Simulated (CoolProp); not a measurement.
Cyclopentane at 293.15 K and 0.873 MPa is throttled through a valve to 0.441 MPa with no heat exchange. Each further row changes one setting.

Values from CoolProp's reference Helmholtz-energy equation of state, Gedanitz 2015.

```json
[
 {"case": "as stated", "temperature change (K)": "+0.2", "final density (kg/m³)": "746"},
 {"case": "outlet pressure 0.132 MPa", "temperature change (K)": "(withheld)", "final density (kg/m³)": "(withheld)"},
 {"case": "outlet pressure 0.573 MPa", "temperature change (K)": "(withheld)", "final density (kg/m³)": "746"}
]
```

Q: Fill in the missing entries.

A: 
- outlet pressure 0.132 MPa, temperature change (K): +0.3
- outlet pressure 0.132 MPa, final density (kg/m³): 745
- outlet pressure 0.573 MPa, temperature change (K): +0.1
